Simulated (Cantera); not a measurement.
**Thermodynamics of roasting and sulfation, feed FeS + H₂S + H₂O + SO₂**

A closed system holds: 1 mol FeS, 0.76 mol H₂S, 6.5 mol H₂O, 0.066 mol SO₂, at 7.40 bar.

Cantera equilibrium calculation (NASA polynomials, part measured and part estimated; ideal gas, pure solids and liquids). Candidate condensed phases: Fe, FeO, Fe(OH)₂, Fe(OH)₃, FeS, FeSO₄, FeS₂, Fe₂O₃, Fe₂(SO₄)₃, Fe₃O₄, H₂O, H₂SO₄, S; 22 gas species. FeS: taken at fixed stoichiometry. Gases not in the tables: S₃ to S₇. Rates play no part.

From 1000 K to 1400 K the condensed part is FeS(s). From 1500 K to 1700 K the condensed part is FeS(l).

```tsv
T (K)	log p H₂O	log p H₂S	log p H₂	log p SO₂	log p S₂	n FeS(s)	n FeS(l)
1000	0.82	-0.14	-1.49	-1.23	-1.58	1.00	0
1100	0.82	-0.16	-1.15	-1.19	-1.43	1.00	0
1200	0.81	-0.19	-0.88	-1.13	-1.30	1.00	0
1300	0.81	-0.22	-0.67	-1.04	-1.19	1.000	0
1400	0.80	-0.27	-0.51	-0.95	-1.10	1.000	0
1500	0.80	-0.32	-0.37	-0.85	-1.03	0	1.000
1600	0.79	-0.39	-0.26	-0.76	-0.98	0	1.000
1700	0.78	-0.45	-0.17	-0.68	-0.96	0	1.000
```
log p: log10 of the partial pressure in bar; n: condensed amount in mol.
